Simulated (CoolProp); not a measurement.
R1123 along the isobar 64.3 bar: density (kg/m³) from the reference equation and from simpler models built on Tc = 58.6 °C, pc = 45.49 bar, ω = 0.243; each cubic takes its own stable root.

Model: reference Helmholtz-energy equation of state, Akasaka 2020, in CoolProp.

```tsv
T (°C)	phase	reference
-23.85	liquid	1242
-9.55	liquid	1192
4.75	liquid	1137
18.95	liquid	1077
33.25	liquid	1006
47.55	liquid	918.5
61.75	supercritical	794.2
76.05	supercritical	526.5
90.35	supercritical	332.0
104.55	supercritical	268.1
118.85	supercritical	233.3
133.15	supercritical	210.1
147.35	supercritical	192.9
```

### Question
How far does each simpler model (van der Waals, Soave-Redlich-Kwong, Peng-Robinson) lie from the reference over these 13 states: mean and median of the absolute difference, and the worst?

### Answer
- van der Waals: mean 23.3 %, median 29.9 %, worst -37.4 % at -23.85 °C and 64.3 bar
- Soave-Redlich-Kwong: mean 9.0 %, median 9.2 %, worst -17.7 % at 61.75 °C and 64.3 bar
- Peng-Robinson: mean 2.8 %, median 1.6 %, worst -9.1 % at 61.75 °C and 64.3 bar
